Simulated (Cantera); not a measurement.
Charge: 1 mol SiCl4, 2.2 mol NH3, 56 mol H2, at 31.5 Torr.

These are equilibrium values from Cantera (NASA tables, ideal gas, pure condensed phases), not measurements of a reactor. Candidate condensed phases: NH4Cl, Si, Si3N4; 28 gas species. Gases not in the tables: Si2H6 and higher silanes. The numbers say what is thermodynamically allowed, not how fast it happens.

Problem. Which condensed phases are stable at each of these points (T (K)): 975, 1075, 1175, 1275, 1375, 1475, 1575, 1675, 1775, 1875, 1975, 2075?

Solution. 
```csv
T (K),condensed phases,Si condensed (%)
975,Si3N4(s),99.6
1075,Si3N4(s),99.7
1175,Si3N4(s),99.6
1275,Si3N4(s),99.0
1375,Si3N4(s),95.8
1475,Si3N4(s),85.4
1575,Si3N4(s),63.8
1675,Si(s),46.0
1775,Si(l),49.1
1875,Si(l),51.5
1975,Si(l),50.0
2075,Si(l),39.3
```

From 975 K to 1575 K the condensed part is Si3N4(s). At 1675 K the condensed part is Si(s). From 1775 K to 2075 K the condensed part is Si(l).
